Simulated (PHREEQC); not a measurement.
Consider water at 25 °C with 0.058 mol/kgw NH4HF2, 5.8e-05 mol/kgw (NH4)2SiF6, 0.00023 mol/kgw HBF4 and 3.5e-05 mol/kgw NaCl. Closed to the air; pH follows from the charge balance.

The numbers come from PHREEQC with the ion-association model, wateq4f.dat.

Task: The ionic strength comes out as 0.0590 mol/kgw. What activity coefficients do Na+, H+, NH4+, F-, SiF6-2 get?

Result: Na+ 0.81, H+ 0.85, NH4+ 0.81, F- 0.80, SiF6-2 0.44.

No solid was allowed to form. Complexes and solids missing from the database can't appear. wateq4f.dat counts part of the HF as a dimer, H2F2, which phreeqc.dat doesn't know; its constant is uncertain. SiF6-2 is the database's only silicon fluoride. Real BF4- forms and hydrolyses slowly; the run takes it at equilibrium.
